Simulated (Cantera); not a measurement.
Feed: 1 mol PbO, 3.9 mol H2, a varied amount of N2, at 10000 Pa.

Equilibrium computed with Cantera from the NASA thermochemical tables; the gas is ideal and each condensed phase is pure. Candidate condensed phases: H2O, Pb, PbO, PbO2, Pb3O4; 27 gas species. The numbers say what is thermodynamically allowed, not how fast it happens.

Stable condensed phases, one row left out:

```
T in K \ n(N2) in mol
         0.44 0.75  1.3  2.2  3.8  6.5   11   19
   2048     A    A    A    A    A    A    A    A
   1948     A    A    A    A    A    A    A    A
   1848     A    A    A    A    A    A    A    A
   1748     A    A    A    A    A    A    A    A
   1648     A    A    A    A    A    A    A    A
   1448     B    B    B    A    A    A    A    A
   1348     B    B    B    B    B    B    B    A
   1248     B    B    B    B    B    B    B    B
   1148     B    B    B    B    B    B    B    B
   1048     B    B    B    B    B    B    B    B
    948     B    B    B    B    B    B    B    B
    848     B    B    B    B    B    B    B    B
```

A: gas only; B: Pb.

Give the row for 1548 K.

0.44: gas only; 0.75: gas only; 1.3: gas only; 2.2: gas only; 3.8: gas only; 6.5: gas only; 11: gas only; 19: gas only.
